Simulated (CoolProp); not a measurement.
Vapour-liquid equilibrium of trans-2-butene (1) + ethanol (2) at 6.49 bar; x and y are mole fractions of (1).

Computed with CoolProp (multi-fluid Helmholtz-energy mixture model, Lemmon 2005 and Schroeder 2014; pair parameters Bell 2016).

```json
[
 {"x": "0.05", "bubble temperature, mixture model (K)": "391.2", "bubble temperature, Raoult's law (K)": "401.6", "y, mixture model": "0.382", "y, Raoult's law": "0.197"},
 {"x": "0.15", "bubble temperature, mixture model (K)": "363.1", "bubble temperature, Raoult's law (K)": "390.5", "y, mixture model": "0.768", "y, Raoult's law": "0.484"},
 {"x": "0.25", "bubble temperature, mixture model (K)": "348.3", "bubble temperature, Raoult's law (K)": "380.4", "y, mixture model": "0.874", "y, Raoult's law": "0.669"},
 {"x": "0.35", "bubble temperature, mixture model (K)": "342.5", "bubble temperature, Raoult's law (K)": "371.5", "y, mixture model": "0.904", "y, Raoult's law": "0.788"},
 {"x": "0.45", "bubble temperature, mixture model (K)": "340.8", "bubble temperature, Raoult's law (K)": "363.7", "y, mixture model": "0.912", "y, Raoult's law": "0.864"},
 {"x": "0.55", "bubble temperature, mixture model (K)": "340.5", "bubble temperature, Raoult's law (K)": "356.9", "y, mixture model": "0.914", "y, Raoult's law": "0.914"},
 {"x": "0.65", "bubble temperature, mixture model (K)": "340.1", "bubble temperature, Raoult's law (K)": "350.9", "y, mixture model": "0.916", "y, Raoult's law": "0.947"},
 {"x": "0.75", "bubble temperature, mixture model (K)": "339.3", "bubble temperature, Raoult's law (K)": "345.6", "y, mixture model": "0.923", "y, Raoult's law": "0.969"},
 {"x": "0.85", "bubble temperature, mixture model (K)": "337.8", "bubble temperature, Raoult's law (K)": "340.9", "y, mixture model": "0.940", "y, Raoult's law": "0.985"},
 {"x": "0.95", "bubble temperature, mixture model (K)": "335.8", "bubble temperature, Raoult's law (K)": "336.7", "y, mixture model": "0.974", "y, Raoult's law": "0.996"}
]
```

The largest gap from Raoult's law is -32.1 K in bubble temperature, at x = 0.25. No azeotrope shows between x = 0.05 and 0.95.

Pair parameters are fitted to limited data, so mixtures are less certain than the pure fluids. With so large a gap from Raoult's law the liquid may split in two, which this calculation doesn't test in full.
